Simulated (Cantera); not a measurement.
A Cantera script and what it prints.

```python
import numpy as np
import cantera as ct

gas_names = """
    H H2S
""".split()
cond_names = """
    NiS2(s) NiS2(L) Ni3S4(s)
""".split()


# ... load() reads the species with a 1 bar reference pressure and builds the phases ...
species = {s.name: s for s in load("nasa_gas.yaml", gas_names) + load("nasa_condensed.yaml", cond_names)}
# Each term lists the table entries of one substance; the one whose range holds T is used.
reactions = {
    '4 H(g) + 3 NiS2 = Ni3S4 + 2 H2S(g)':
        [(-4, ['H']), (-3, ['NiS2(s)', 'NiS2(L)']), (1, ['Ni3S4(s)']), (2, ['H2S'])],
}


def pick(names, T):
    return next(species[n] for n in names if species[n].thermo.min_temp <= T <= species[n].thermo.max_temp)


results = []
for label, terms in reactions.items():
    print(label)
    print("     T/K   dH/kJ  dS/(J/K)   dG/kJ   log10 K")
    for T in [300, 475, 500, 525, 550, 575]:
        used = [(nu, pick(names, T)) for nu, names in terms]
        dH = sum(nu * s.thermo.h(T) for nu, s in used) / 1e6
        dS = sum(nu * s.thermo.s(T) for nu, s in used) / 1e3
        dG = dH - T * dS / 1e3
        logK = -dG * 1e6 / (ct.gas_constant * T * np.log(10))
        results.append((label, T, dH, dS, dG, logK, [s.name for _, s in used]))
        print(f"{T:8g} {dH:8.1f} {dS:8.1f} {dG:8.1f} {logK:8.2f}")
```

Output:

```
4 H(g) + 3 NiS2 = Ni3S4 + 2 H2S(g)
     T/K   dH/kJ  dS/(J/K)   dG/kJ   log10 K
     300   -820.1    -77.1   -796.9   138.76
     475   -829.2   -101.4   -781.0    85.89
     500   -830.2   -103.5   -778.5    81.32
     525   -831.2   -105.4   -775.9    77.19
     550   -832.0   -107.0   -773.2    73.43
     575   -832.9   -108.4   -770.5    69.99
```

Cantera with NASA thermochemical tables; ideal gases at 1 bar, condensed phases pure. Condensed species are held in their standard states even where they would react or evaporate.
